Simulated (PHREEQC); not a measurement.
# Reverse-osmosis permeate

Synthetic water in mg/L, 25 °C, pH 6.65, pe 11.8:

```tsv
constituent	mg/L
Na	12.7
K	4.27
Ca	2.47
Mg	0.487
Cl	13.7
S(6) as SO4	12.4
Alkalinity as HCO3	9.65
Pb	0.543
Li	0.000627
Sr	0.0111
Br	0.0474
Ni	0.25
N(5) as NO3	1.41
```

Valence states are taken as typed.

All values are PHREEQC results (ion-association model, wateq4f.dat), not measurements.

Each row changes one thing in this solution. No solid was allowed to form.

```tsv
case	HCO3- (mol/kgw)	CO2 (mol/kgw)	Ni+2 (mol/kgw)	Pb+2 (mol/kgw)	CaSO4 (mol/kgw)	PbCO3 (mol/kgw)	SI of Cerrusite (PbCO3)	SI of Pb(OH)2 (Pb(OH)2)
as made	0.000155	7.52e-5	3.44e-6	1.52e-6	1.15e-6	7.16e-7	-0.25	-0.73
Pb from 0.543 to 0.272 mg/L	0.000156	7.56e-5	3.43e-6	7.61e-7	1.15e-6	3.60e-7	-0.55	-1.03
all concentrations times 2 at the same typed pH	0.000306	0.000147	5.92e-6	2.33e-6	4.00e-6	?	+0.20	-0.57
pH from 6.65 to 6.15 at the same alkalinity	?	0.000241	3.86e-6	?	1.15e-6	2.93e-7	-0.64	-1.63
Ca from 2.47 to 7.41 mg/L	0.000155	7.49e-5	3.45e-6	1.53e-6	3.29e-6	7.08e-7	-0.26	-0.73
temperature from 25 to 30 °C at the same typed pH	0.000155	7.11e-5	3.38e-6	1.48e-6	1.20e-6	7.64e-7	-0.29	-0.57
```

Question: Fill in the missing entries.

Answer: 
- all concentrations times 2 at the same typed pH, PbCO3 (mol/kgw): 2.02e-6
- pH from 6.65 to 6.15 at the same alkalinity, HCO3- (mol/kgw): 0.000157
- pH from 6.65 to 6.15 at the same alkalinity, Pb+2 (mol/kgw): 1.94e-6

Some of these states are supersaturated (in Cerrusite, for instance). The database's nickel carbonate constants are estimates that later reviews lower a good deal.
